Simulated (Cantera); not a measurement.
What does this Cantera script print?

```python
import numpy as np
import cantera as ct

gas_names = """
    Br Br2 H HBr H2 Si SiBr SiBr2 SiBr3 SiBr4 SiH SiHBr3 SiH2 SiH2Br2 SiH3 SiH3Br SiH4 Si2 Si3
""".split()
cond_names = """
    Br2(cr) Br2(L) Si(cr) Si(L)
""".split()


# ... load() reads the species with a 1 bar reference pressure and builds the phases ...
atoms = {
    'Si': {'Si': 1},
    'HBr': {'H': 1, 'Br': 1},
    'H2': {'H': 2},
}
top_T = {}  # K; cautious upper limits of use, not melting points


# ... equilibrate(T, P, feed) seeds the gas with the atoms and calls Mixture.equilibrate('TP', solver="vcs", rtol=1e-11, max_steps=5000) ...
results = []
T = 848  # K
P = 1.1  # Pa
for m in [1, 1.8, 3, 5.1, 8.7, 15, 25, 43, 74]:
    feed = {'Si': 1, 'HBr': 7.4, 'H2': m}  # mol
    mix = equilibrate(T, P, feed)
    results.append((T, P, feed, dict(zip(mix.species_names, mix.species_moles))))
    x = sorted(zip(gas.X, gas.species_names), reverse=True)
    print(f"T = {T:g} K  P = {P:g} Pa  n(H2) = {m:g} mol  gas = {mix.phase_moles(0):.4g} mol")
    print("   x: " + "  ".join(f"{s} {v:.3e}" for v, s in x if v > 0.0001))
    print("   condensed (mol): " + ("  ".join(f"{mix.phase(i).name} {mix.phase_moles(i):.4g}"
          for i in range(1, mix.n_phases) if mix.phase_moles(i) > 1e-12) or "none"))
```

It prints:

```
T = 848 K  P = 1.1 Pa  n(H2) = 1 mol  gas = 7.402 mol
   x: HBr 4.599e-01  H2 4.050e-01  SiBr4 1.347e-01  SiBr2 1.612e-04  SiBr3 1.490e-04  SiHBr3 1.073e-04
   condensed (mol): none
T = 848 K  P = 1.1 Pa  n(H2) = 1.8 mol  gas = 8.202 mol
   x: H2 4.629e-01  HBr 4.152e-01  SiBr4 1.214e-01  SiBr2 2.038e-04  SiBr3 1.590e-04  SiHBr3 1.225e-04
   condensed (mol): none
T = 848 K  P = 1.1 Pa  n(H2) = 3 mol  gas = 9.403 mol
   x: H2 5.312e-01  HBr 3.624e-01  SiBr4 1.058e-01  SiBr2 2.675e-04  SiBr3 1.700e-04  SiHBr3 1.403e-04
   condensed (mol): none
T = 848 K  P = 1.1 Pa  n(H2) = 5.1 mol  gas = 11.51 mol
   x: H2 6.165e-01  HBr 2.966e-01  SiBr4 8.619e-02  SiBr2 3.776e-04  SiBr3 1.824e-04  SiHBr3 1.621e-04
   condensed (mol): none
T = 848 K  P = 1.1 Pa  n(H2) = 8.7 mol  gas = 15.11 mol
   x: H2 7.073e-01  HBr 2.265e-01  SiBr4 6.524e-02  SiBr2 5.622e-04  SiBr3 1.936e-04  SiHBr3 1.844e-04
   condensed (mol): none
T = 848 K  P = 1.1 Pa  n(H2) = 15 mol  gas = 21.42 mol
   x: H2 7.924e-01  HBr 1.609e-01  SiBr4 4.541e-02  SiBr2 8.694e-04  SiHBr3 2.024e-04  SiBr3 2.009e-04
   condensed (mol): none
T = 848 K  P = 1.1 Pa  n(H2) = 25 mol  gas = 31.44 mol
   x: H2 8.570e-01  HBr 1.111e-01  SiBr4 3.009e-02  SiBr2 1.305e-03  SiHBr3 2.100e-04  SiBr3 2.003e-04
   condensed (mol): none
T = 848 K  P = 1.1 Pa  n(H2) = 43 mol  gas = 49.5 mol
   x: H2 9.069e-01  HBr 7.290e-02  SiBr4 1.790e-02  SiBr2 1.910e-03  SiHBr3 2.016e-04  SiBr3 1.869e-04
   condensed (mol): none
T = 848 K  P = 1.1 Pa  n(H2) = 74 mol  gas = 80.67 mol
   x: H2 9.372e-01  HBr 5.171e-02  SiBr4 8.829e-03  SiBr2 1.935e-03  SiHBr3 1.448e-04  SiBr3 1.321e-04
   condensed (mol): Si(cr) 0.1092
```

These are equilibrium values from Cantera (NASA tables, ideal gas, pure condensed phases), not measurements of a reactor. The tables' values for SiBr3 are old estimates; treat these amounts as uncertain.
